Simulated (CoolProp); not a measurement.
Values from CoolProp's reference Helmholtz-energy equation of state, Akasaka 2015.

Q: For R245fa, give the phase and the density (kg/m³), expansivity (1/kK) at 440 K and 1270 kPa.

A: 
- 440 K and 1270 kPa: gas; density 52.4, expansivity 3.52
